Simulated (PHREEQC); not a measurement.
1 kg of water holding 0.0051 mol/kgw MgCl2 and 0.019 mol/kgw MgSO4 is evaporated at 60 °C; the solids stay in contact with the brine. CO2 from the air is kept out. The run lets Bischofite, Brucite, Epsomite, Hexahydrite, Kieserite, MgCl2_4H2O precipitate or redissolve, and no other solid.

Model: Pitzer model, pitzer.dat, run in PHREEQC.

Problem. Predict ionic strength, Mg in solution (mol/kgw) at water left (kg) = 0.2533, 0.2082, 0.06418, 0.03564, 0.01099.

Solution. 
```csv
water left (kg),ionic strength,Mg in solution (mol/kgw)
0.2533,0.360,0.0951
0.2082,0.438,0.116
0.06418,1.42,0.376
0.03564,2.56,0.676
0.01099,8.30,2.19
```

Species that the database lacks are ignored. At this temperature some constants are extrapolated from 25 °C, and those without enthalpy data are left unchanged.
